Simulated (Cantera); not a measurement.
What does this Cantera script print?

```python
import numpy as np
import cantera as ct

gas_names = """
    F F2 H HF H2 H2F2 H3F3 H4F4 H5F5 H6F6 H7F7 Si SiF SiF2 SiF3 SiF4 SiH SiHF3 SiH2 SiH2F2 SiH3 SiH3F
    SiH4 Si2 Si3
""".split()
cond_names = """
    Si(cr) Si(L)
""".split()


def load(file, names, dense=False):
    # The tables refer to 1 bar. Condensed volumes are neglected.
    table = {s.name: s for s in ct.Species.list_from_file(file)}
    out = []
    for n in names:
        d = dict(table[n].input_data)
        d["thermo"] = dict(d["thermo"], **{"reference-pressure": 1e5})
        if dense:
            d["equation-of-state"] = {"model": "constant-volume", "density": "1e6 g/cm^3"}
        out.append(ct.Species.from_dict(d))
    return out


gas = ct.Solution(thermo="ideal-gas", species=load("nasa_gas.yaml", gas_names))
cond = {s.name: ct.Solution(thermo="fixed-stoichiometry", species=[s], name=s.name)
        for s in load("nasa_condensed.yaml", cond_names, dense=True)}
atoms = {
    'Si': {'Si': 1},
    'F2': {'F': 2},
    'H2': {'H': 2},
}
top_T = {}  # K; cautious upper limits of use, not melting points


def equilibrate(T, P, feed):
    n = {}
    for name, mol in feed.items():
        for a, k in atoms[name].items():
            n[a] = n.get(a, 0.0) + k * mol
    gas.TPX = T, P, n
    mass = sum(n.values()) * gas.mean_molecular_weight
    gas.equilibrate("TP")
    valid = [c for c in cond.values() if c.min_temp <= T <= top_T.get(c.name, c.max_temp)]
    mix = ct.Mixture([(gas, mass / gas.mean_molecular_weight)] + [(c, 0.0) for c in valid])
    mix.T, mix.P = T, P
    mix.equilibrate("TP", solver="vcs", rtol=1e-11, max_steps=5000)
    return mix


results = []
feed = {'Si': 1, 'F2': 8.4, 'H2': 0.24}  # mol
P = 3.2  # Pa
for T in [625, 725, 825, 925, 1025, 1125, 1225, 1325, 1425, 1525]:
    mix = equilibrate(T, P, feed)
    results.append((T, P, feed, dict(zip(mix.species_names, mix.species_moles))))

top = {s: max(r[3][s] / sum(r[3][g] for g in gas_names) for r in results) for s in gas_names}
cols = sorted((s for s in top if top[s] > 1e-05), key=lambda s: -top[s])[:7]
seen = [c for c in cond_names if any(r[3].get(c, 0) > 1e-12 for r in results)]
print("log10 of partial pressures in bar; condensed amounts in mol")
print(f"{'T/K':>10s}" + "".join(f"{s[:9]:>10s}" for s in cols + seen))
for T, P, feed, n in results:
    ng = sum(n[g] for g in gas_names)
    print(f"{T:10.4g}" + "".join(f"{np.log10(max(n[s] / ng * P / 1e5, 1e-99)):10.3f}" for s in cols)
          + "".join(f"{n.get(c, 0):10.4g}" for c in seen))
```

Result:

```
log10 of partial pressures in bar; condensed amounts in mol
       T/K         F        F2      SiF4        HF
       625    -5.874    -4.609    -5.387    -5.706
       725    -5.015    -4.767    -5.449    -5.768
       825    -4.617    -5.398    -5.584    -5.902
       925    -4.551    -6.389    -5.629    -5.948
      1025    -4.545    -7.284    -5.634    -5.953
      1125    -4.544    -8.030    -5.635    -5.953
      1225    -4.544    -8.658    -5.635    -5.953
      1325    -4.544    -9.193    -5.635    -5.953
      1425    -4.544    -9.654    -5.635    -5.953
      1525    -4.544   -10.055    -5.635    -5.953
```

These are equilibrium values from Cantera (NASA tables, ideal gas, pure condensed phases), not measurements of a reactor.
